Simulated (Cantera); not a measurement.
## Pyrogenic steam for wet oxidation

An isothermal, constant-pressure homogeneous reactor starts with H₂ : O₂ : N₂ = 0.64 : 1 : 20 (molar parts), equivalence ratio 0.32, at 973 K and 0.910 bar.

Computed with Cantera and the H2/O2 subset of GRI-Mech 3.0, which has no nitrogen chemistry.

```tsv
t (s)	x H₂	x O₂	x OH	x H₂O₂	x H₂O	x HO₂
6.00e-6	0.0296	0.0462	<1e-12	<1e-12	<1e-12	2.75e-12
1.97e-5	0.0296	0.0462	<1e-12	<1e-12	1.40e-12	1.04e-11
6.44e-5	0.0296	0.0462	1.84e-12	<1e-12	2.08e-11	4.81e-11
0.000211	0.0296	0.0462	1.05e-11	<1e-12	3.42e-10	3.75e-10
0.000691	0.0296	0.0462	2.74e-10	2.86e-11	1.66e-8	1.34e-8
0.00226	0.0269	0.0449	5.92e-5	1.78e-6	0.00248	2.71e-5
0.00741	0.00307	0.0334	2.55e-6	8.21e-6	0.0269	1.60e-5
0.0243	0.00239	0.0330	8.70e-7	1.83e-5	0.0276	1.27e-5
0.0795	0.00135	0.0325	6.03e-7	1.37e-5	0.0286	9.31e-6
0.261	0.000441	0.0321	3.22e-7	3.94e-6	0.0296	4.52e-6
0.854	8.60e-5	0.0319	1.29e-7	3.70e-7	0.0299	1.34e-6
2.80	1.45e-5	0.0319	3.96e-8	1.84e-8	0.0300	2.94e-7
9.16	2.45e-6	0.0319	1.33e-8	8.10e-10	0.0300	5.95e-8
30.0	2.18e-7	0.0319	7.14e-9	1.78e-11	0.0300	6.68e-9
```
x: mole fraction; the columns are a selection and need not sum to one.

Equilibrium at this temperature and pressure: H₂ 6.78e-12, O₂ 0.0319, OH 2.35e-8, H₂O₂ 1.01e-11, H₂O 0.0300, HO₂ 7.78e-11 (gas phase only).
